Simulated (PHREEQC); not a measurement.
0.05 mol of Ag3PO4 (Ag3PO4) is brought to equilibrium with 1 kg of water holding 0.001 mol NaCl, at 25 °C, the pH being set by adding NaOH or HCl. Oxygen is held at 0.21 atm. No CO2 enters from the air. Solids allowed: Ag3PO4, Cerargyrite, Ag2O. Others were left out.

Computed with PHREEQC (ion-association model, wateq4f.dat).

Question: Predict dissolved Ag (mol/kgw), dissolved P (mol/kgw) at pH = 6.6, 8.2, 9, 10.6.

Answer: 
```tsv
pH	dissolved Ag (mol/kgw)	dissolved P (mol/kgw)
6.6	0.00169	0.00219
8.2	0.000435	0.000746
9	0.000243	0.000620
10.6	5.57e-5	0.00192
```

Complexes and solids missing from the database can't appear. H3PO4, which wateq4f.dat lacks, is added to it with the constant of phreeqc.dat. The database has no phosphate complexes of Ag.
